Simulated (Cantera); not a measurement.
SiF4 + NO (silicon oxide and oxynitride deposition)

Feed: 1 mol SiF4, 25 mol NO, at 1775 °C.

Method: chemical equilibrium by Gibbs-energy minimisation in Cantera with the NASA 1993 tables (ideal gas, pure condensed phases). Candidate condensed phases: Si, SiO2, Si2N2O, Si3N4; 28 gas species. The tables' values for SiF3, SiO2, SiF2 are old estimates; treat these amounts as uncertain. The tables hold silica as quartz up to 1696 K and as liquid above; real silica turns to tridymite and cristobalite and melts near 1996 K. Kinetics and transport are ignored.

```tsv
P (Pa)	x N2	x O2	x O	x SiF4	x F	x NO	n SiO2(l)
5	0.445	0.399	0.0858	0.0284	0.0254	0.00903	0
26	0.463	0.442	0.0396	0.0344	0.00862	0.00969	0
140	0.470	0.461	0.0174	0.0368	0.00284	0.00998	0
710	0.473	0.469	0.00781	0.0377	0.00100	0.0101	0
3700	0.475	0.473	0.00343	0.0381	0.000397	0.0102	0.000616
19000	0.475	0.474	0.00152	0.0383	0.000176	0.0102	0.000489
100000	0.475	0.475	0.000662	0.0384	7.66e-5	0.0102	0.000243
```
x: gas mole fraction; n: condensed amount in mol.

From 5.00 Pa to 7.10 mbar nothing is condensed. From 37.0 mbar to 1.00 bar the condensed part is SiO2(l). The main Si-bearing gas is SiF4 throughout.
